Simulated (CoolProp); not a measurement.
A Linde-Hampson liquefier for oxygen: isothermal reversible compression at 290 K from 1 atm to 20 MPa, throttling to 1 atm, return gas leaving the recuperator 0 K below the feed. Each further row changes one setting.

Model: reference Helmholtz-energy equation of state, Schmidt 1985, in CoolProp.

```
case                        liquid yield per pass  compression work (kJ/kg of gas)
--------------------------  ---------------------  -------------------------------
as stated                                   0.116                              390
high pressure 40 MPa                        0.169                              441
warm-end temperature 320 K                  0.087                              435
warm-end gap 5 K                            0.106                              390
```

Above 300 K oxygen's equation is extrapolated.
